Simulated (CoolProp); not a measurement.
c-C4F8 (RC318) along the isobar 13.5 MPa: Z from the reference equation and from simpler models built on Tc = 388.4 K, pc = 2.778 MPa, ω = 0.355; each cubic takes its own stable root.

Values from CoolProp's reference Helmholtz-energy equation of state, Platzer 1990. This equation is an older, rougher fit; its heat capacities, sound speeds and derivatives of the liquid may be far off and weren't checked against measurements.

```
T (K)          phase  reference
-----  -------------  ---------
314.4         liquid     0.6794
335           liquid     0.6672
355.6         liquid     0.6604
376.2         liquid     0.6594
396.8  supercritical     0.6644
417.3  supercritical     0.6759
437.9  supercritical     0.6944
458.5  supercritical     0.7199
479.1  supercritical     0.7511
```

**Question.** How far does each simpler model (van der Waals, Redlich-Kwong, Soave-Redlich-Kwong, Peng-Robinson) lie from the reference over these 9 states: mean and median of the absolute difference, and the worst?

**Answer.** 
- van der Waals: mean 30.1 %, median 31.7 %, worst +45.5 % at 314.4 K and 13.5 MPa
- Redlich-Kwong: mean 3.9 %, median 4.1 %, worst +6.5 % at 314.4 K and 13.5 MPa
- Soave-Redlich-Kwong: mean 4.9 %, median 4.7 %, worst +6.7 % at 479.1 K and 13.5 MPa
- Peng-Robinson: mean 5.3 %, median 5.8 %, worst -7.9 % at 314.4 K and 13.5 MPa
